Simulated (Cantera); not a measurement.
A closed system holds: 1 mol CH3F, 8.9 mol H2, equilibrated at 2902 °C and 0.00133 bar.

Equilibrium computed with Cantera from the NASA thermochemical tables; the gas is ideal and each condensed phase is pure. Candidate condensed phases: C, C6H6, C7H8, C8H18; 95 gas species. Rates play no part.

Base state: H 0.903, HF 0.0312, C 0.0266, H2 0.0158, F 0.0149, C3 0.00417, C2 0.00302, C2H 0.000417 (mole fractions); condensed: gas only.

### Question
What changes in the equilibrium state with this change: 0.3 mol HCl added?

### Answer
| species | before | after |
|---|---|---|
| H | 0.903 | 0.892 |
| HF | 0.0312 | 0.0302 |
| C | 0.0266 | 0.0262 |
| Cl | 0 | 0.0132 |
| H2 | 0.0158 | 0.0154 |
| F | 0.0149 | 0.0146 |
| HCl | 0 | 0.000339 |
| C2H2 (acetylene) | 3.35e-5 | 3.16e-5 |
| C3 | 0.00417 | 0.00397 |
| C2H | 0.000417 | 0.000399 |

### Question
What changes in the equilibrium state with this change: temperature from 2902 °C to 2725 °C?

### Answer
```
species             before     after
----------------  --------  --------
H                    0.903     0.883
HF                  0.0312    0.0429
H2                  0.0158    0.0422
C                   0.0266    0.0127
F                   0.0149   0.00554
C2H2 (acetylene)   3.35e-5  0.000304
C5                 2.66e-6   1.93e-5
C4                 3.29e-6   1.04e-5
C2H               0.000417   0.00109
C3                 0.00417   0.00910
```
